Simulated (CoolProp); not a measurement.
Computed with CoolProp (reference Helmholtz-energy equation of state, Thol 2019).

For tetradecamethylhexasiloxane (MD4M), give the phase and the Z, cv (kJ/(kg K)), Joule-Thomson coefficient (K/MPa), isothermal compressibility (1/MPa) at 620 K and 1.69 MPa.


- 620 K and 1.69 MPa: liquid; Z 0.283, cv 2.11, Joule-Thomson coefficient 0.787, isothermal compressibility 0.0482
